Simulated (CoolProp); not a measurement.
Chloromethane (R40) along the isobar 1860 kPa: fugacity coefficient from the reference equation and from simpler models built on Tc = 145.5 °C, pc = 6929 kPa, ω = 0.150; each cubic takes its own stable root.

Values from CoolProp's reference Helmholtz-energy equation of state, Thol 2014.

```tsv
T (°C)	phase	reference
90.75	gas	0.8452
100.55	gas	0.8586
110.25	gas	0.8702
119.95	gas	0.8806
129.65	gas	0.8900
139.35	gas	0.8983
149.15	gas	0.9060
158.85	gas	0.9128
168.55	gas	0.9190
178.25	gas	0.9247
187.95	gas	0.9299
197.65	gas	0.9346
207.45	gas	0.9391
217.15	gas	0.9431
226.85	gas	0.9468
```

Problem. How far does each simpler model (van der Waals, Redlich-Kwong, Soave-Redlich-Kwong, Peng-Robinson) lie from the reference over these 15 states: mean and median of the absolute difference, and the worst?

Solution. 
- van der Waals: mean 1.9 %, median 1.5 %, worst +5.2 % at 90.75 °C and 1860 kPa
- Redlich-Kwong: mean 0.8 %, median 0.5 %, worst +2.4 % at 90.75 °C and 1860 kPa
- Soave-Redlich-Kwong: mean 0.8 %, median 0.6 %, worst +2.0 % at 90.75 °C and 1860 kPa
- Peng-Robinson: mean 0.4 %, median 0.4 %, worst +0.8 % at 90.75 °C and 1860 kPa
